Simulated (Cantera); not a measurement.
Source: NASA polynomial tables (part measured, part estimated), evaluated in Cantera. Values are per mole of reaction as written; species without (g) are pure solids or liquids, kept so even where they would boil at 1 bar.

2 HF(g) + Cu ⇌ CuF₂(g) + H₂(g)

| T (K) | ΔH° (kJ) | ΔS° (J/K) | ΔG° (kJ) | log10 K | condensed phases |
|---|---|---|---|---|---|
| 300 | (withheld) | (withheld) | (withheld) | (withheld) | Cu(s) |
| 625 | 277.3 | 14.9 | 268.0 | -22.40 | Cu(s) |
| 825 | (withheld) | (withheld) | (withheld) | (withheld) | Cu(s) |
| 1025 | (withheld) | (withheld) | (withheld) | (withheld) | Cu(s) |
| 1225 | 276.1 | 13.8 | 259.3 | -11.06 | Cu(s) |
| 1425 | 261.7 | 3.1 | 257.3 | -9.43 | Cu(l) |

Problem. Complete the blanks.

Solution. 
- 300, ΔH° (kJ): 278.1
- 300, ΔS° (J/K): 17.0
- 300, ΔG° (kJ): 273.0
- 300, log10 K: -47.54
- 825, ΔH° (kJ): 277.2
- 825, ΔS° (J/K): 14.7
- 825, ΔG° (kJ): 265.0
- 825, log10 K: -16.78
- 1025, ΔH° (kJ): 276.9
- 1025, ΔS° (J/K): 14.4
- 1025, ΔG° (kJ): 262.1
- 1025, log10 K: -13.36
